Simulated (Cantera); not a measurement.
Feed: 1 mol SiCl₄, 31 mol N₂, at 1350 K and 0.293 Torr.

Equilibrium computed with Cantera from the NASA thermochemical tables; the gas is ideal and each condensed phase is pure. Candidate condensed phases: Si, Si₃N₄; 13 gas species. The tables' values for SiCl₃ are old estimates; treat these amounts as uncertain. Kinetics and transport are ignored.

Base state: N₂ 0.966, SiCl₄ 0.0291, Cl 0.00251, SiCl₃ 0.00162, SiCl₂ 0.000450 (mole fractions); condensed: gas only.

Problem. What changes in the equilibrium state with this change: pressure from 0.293 Torr to 233 Torr?

Solution. 
```csv
species,before,after
N₂,0.966,0.969
SiCl₄,0.0291,0.0312
SiCl₃,0.00162,7.74e-5
Cl,0.00251,7.07e-5
SiCl₂,0.000450,9.58e-7
```

Problem. What changes in the equilibrium state with this change: SiCl₄ replaced by trisilylamine?

Solution. 
```tsv
species	before	after
N₂	0.966	0.868
H₂	0	0.132
H	0	4.39e-5
SiCl₄	0.0291	0
Cl	0.00251	0
SiCl₃	0.00162	0
SiCl₂	0.000450	0
Si₃N₄(s), mol	0	1.00
```
The feed counts by its element totals alone.

Problem. What changes in the equilibrium state with this change: temperature from 1350 K to 1448 K?

Solution. 
```tsv
species	before	after
N₂	0.966	0.960
SiCl₄	0.0291	0.0244
Cl	0.00251	0.00896
SiCl₂	0.000450	0.00247
Cl₂	6.74e-6	1.89e-5
SiCl₃	0.00162	0.00406
```
